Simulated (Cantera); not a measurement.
What does this Cantera script print?

```python
import numpy as np
import cantera as ct

surf = ct.Interface("ptcombust.yaml", "Pt_surf")
gas = surf.adjacent["gas"]
gas.TPX = 773, 100000, {'CO': 0.0062, 'O2': 0.034, 'N2': 0.79, 'H2O': 0.024}
surf.TP = 773, 100000
reactor = ct.FlowReactor(gas, clone=False)
reactor.area = 0.0001  # m2
reactor.surface_area_to_volume_ratio = 730  # 1/m
reactor.mass_flow_rate = 3.2 * reactor.area * gas.density  # inlet velocity 3.2 m/s
reactor.energy_enabled = False
wall = ct.ReactorSurface(surf, reactor, clone=False)
net = ct.ReactorNet([reactor])
net.rtol, net.atol = 1e-8, 1e-16
show, cover = ['CO', 'O2', 'H2O', 'CO2'], ['PT(S)', 'H(S)', 'O(S)', 'OH(S)', 'CO(S)', 'C(S)']

rows = []
print(f"{'z/m':>9s}{'u/(m/s)':>9s}" + "".join(f"{s:>13s}" for s in show + cover))
for z in [0.00061, 0.001, 0.0017, 0.0028, 0.0047, 0.0079, 0.013, 0.022, 0.037, 0.061]:
    net.advance(z)
    rows.append([reactor.speed, *gas[show].X, *surf[cover].coverages])
    print(f"{z:9.4g}{rows[-1][0]:9.3g}" + "".join(f"{x:13.4e}" for x in rows[-1][1:]))
```

Result:

```
      z/m  u/(m/s)           CO           O2          H2O          CO2        PT(S)         H(S)         O(S)        OH(S)        CO(S)         C(S)
  0.00061     3.19   3.1391e-03   3.7819e-02   2.8155e-02   4.1342e-03   3.1049e-01   6.9417e-07   7.5562e-02   3.1835e-03   6.1071e-01   4.3811e-12
    0.001     3.19   1.7150e-03   3.7132e-02   2.8175e-02   5.5635e-03   7.2784e-02   2.2591e-08   9.1960e-01   5.3790e-03   2.2269e-03   3.0771e-16
   0.0017     3.19   1.3926e-03   3.6977e-02   2.8179e-02   5.8871e-03   5.8648e-02   1.6204e-08   9.3532e-01   4.8699e-03   1.1552e-03   1.2645e-16
   0.0028     3.19   1.0993e-03   3.6836e-02   2.8183e-02   6.1814e-03   5.1527e-02   1.3290e-08   9.4318e-01   4.5842e-03   6.9828e-04   6.6599e-17
   0.0047     3.19   7.9409e-04   3.6689e-02   2.8188e-02   6.4877e-03   4.6518e-02   1.1367e-08   9.4870e-01   4.3688e-03   4.0882e-04   3.4996e-17
   0.0079     3.19   5.0231e-04   3.6548e-02   2.8192e-02   6.7806e-03   4.2980e-02   1.0076e-08   9.5258e-01   4.2083e-03   2.1990e-04   1.7322e-17
    0.013     3.19   2.6493e-04   3.6434e-02   2.8195e-02   7.0188e-03   4.0676e-02   9.2645e-09   9.5511e-01   4.0996e-03   1.0361e-04   7.7036e-18
    0.022     3.19   9.4386e-05   3.6351e-02   2.8197e-02   7.1900e-03   3.9250e-02   8.7749e-09   9.5668e-01   4.0305e-03   3.4317e-05   2.4580e-18
    0.037     3.19   1.8315e-05   3.6315e-02   2.8199e-02   7.2663e-03   3.8665e-02   8.5766e-09   9.5732e-01   4.0018e-03   6.4576e-06   4.5533e-19
    0.061     3.19   1.3833e-06   3.6307e-02   2.8199e-02   7.2833e-03   3.8538e-02   8.5340e-09   9.5746e-01   3.9955e-03   4.8449e-07   3.4045e-20
```

Computed with Cantera and Deutschmann's 1995 Pt surface mechanism with GRI-Mech 3.0 gas chemistry. Catalytic surfaces can have several steady states; this one follows from the mechanism file's or the stated starting coverage. Mass transfer to the wall is taken as infinitely fast.
